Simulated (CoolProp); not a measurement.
Vapour-liquid equilibrium of benzene (1) + m-xylene (2) at 1.23 MPa; x and y are mole fractions of (1).

Computed with CoolProp (multi-fluid Helmholtz-energy mixture model, Thol 2012 and Zhou 2012; pair parameters Bell 2016).

### Question
Give the bubble temperature and the first vapour's composition at x = 0.05, 0.35, 0.95. Is there an azeotrope?

### Answer
x = 0.05: 532.3 K, y = 0.101; x = 0.35: 505.1 K, y = 0.558; x = 0.95: 466.2 K, y = 0.981. No azeotrope shows between x = 0.05 and 0.95.

The pair parameters rest on a limited set of measurements; away from them the model extrapolates.
